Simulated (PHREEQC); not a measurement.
Make-up at 25 °C: 0.0024 mol/kgw HCl, 0.033 mol/kgw Al2(SO4)3 and 0.051 mol/kgw MnSO4. Closed to the air; pH follows from the charge balance.

All values are PHREEQC results (ion-association model, phreeqc.dat), not measurements.

| quantity | before | after |
|---|---|---|
| pH | 3.10 | 3.02 |
| ionic strength (mol/kgw) | 0.212 | 0.122 |
| SO4-2 (mol/kgw) | 0.0480 | 0.0294 |
| HSO4- (mol/kgw) | 0.00143 | 0.00123 |

Problem. Which change was made?
A. Al2(SO4)3 left out
B. diluted 5-fold with water
C. temperature from 25 to 75 °C

Solution. A, Al2(SO4)3 left out

No solid was allowed to form.
